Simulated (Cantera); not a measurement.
An isothermal, constant-pressure homogeneous reactor starts with H2 : O2 : N2 = 0.82 : 1 : 0.53 (molar parts), equivalence ratio 0.41, at 1325 K and 0.220 bar.

Cantera simulation using the H2/O2 subset of GRI-Mech 3.0, which has no nitrogen chemistry; the numbers are that mechanism's predictions, not measurements. The temperature is held fixed by assumption; the heat of reaction is taken as removed at once.

x: mole fraction; the columns are a selection and need not sum to one.

```
t (s)           x H2   x O2      x H2O2       x HO2     x H2O
--------  ----------  -----  ----------  ----------  --------
5.00e-6        0.349  0.426    3.01e-10     9.73e-8   1.04e-7
2.46e-5        0.349  0.425     1.41e-8     2.31e-6  0.000117
0.000121      0.0209  0.289     7.14e-6     9.19e-5     0.349
0.000592  (withheld)  0.303  (withheld)  (withheld)     0.420
0.00291      2.62e-5  0.304     3.23e-7     2.03e-6     0.422
0.0143       2.62e-6  0.304     6.10e-8     2.73e-7     0.423
0.0701       4.61e-7  0.304     1.41e-8     9.39e-8     0.423
0.344        2.24e-7  0.304     7.32e-9     8.77e-8     0.423
1.69         2.21e-7  0.304     7.24e-9     8.78e-8     0.423
8.30         2.21e-7  0.304     7.24e-9     8.78e-8     0.423
40.7         2.21e-7  0.304     7.24e-9     8.78e-8     0.423
200          2.21e-7  0.304     7.24e-9     8.78e-8     0.423
```

Question: What belongs in the gaps?

Answer: 
- 0.000592, x H2: 0.000664
- 0.000592, x H2O2: 2.11e-6
- 0.000592, x HO2: 2.76e-5
